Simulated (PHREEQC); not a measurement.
Consider water at 20 °C with 0.0012 mol/kgw Cu(BF4)2, 0.18 mol/kgw HNO3 and 0.047 mol/kgw H3BO3. Closed to the air; pH follows from the charge balance.

Computed with PHREEQC (ion-association model, phreeqc.dat).

No solid was allowed to form.

Question: Estimate the pH, density, activity of water.

Answer: pH 0.84; density 1.006 g/cm³; activity of water 0.993.

Question: In which forms is B present?

Answer: H3BO3 96 %, BF4- 3.1 % of the B.

Complexes and solids missing from the database can't appear. Real BF4- forms and hydrolyses slowly; the run takes it at equilibrium.
